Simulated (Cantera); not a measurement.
A closed system holds: 1 mol Si, 0.014 mol O2, 380 mol N2, held at 11.0 mbar.

These are equilibrium values from Cantera (NASA tables, ideal gas, pure condensed phases), not measurements of a reactor. Candidate condensed phases: Si, SiO2, Si2N2O, Si3N4; 16 gas species. Equilibrium is a limit: real reactors are often held back by kinetics, nucleation or transport.

Task: Which condensed phases are stable at each of these points (T (°C)): 1377, 1402, 1427, 1452, 1477, 1502, 1527, 1552, 1577, 1602?

Result: 
```tsv
T (°C)	condensed phases	Si condensed (%)
1377	Si3N4(s)	97.0
1402	Si3N4(s)	96.9
1427	Si3N4(s)	96.5
1452	Si3N4(s)	95.7
1477	Si3N4(s)	94.3
1502	Si3N4(s)	91.4
1527	Si3N4(s)	86.0
1552	Si(l)	78.4
1577	Si(l)	70.9
1602	Si(l)	60.6
```

From 1377 °C to 1527 °C the condensed part is Si3N4(s). From 1552 °C to 1602 °C the condensed part is Si(l).
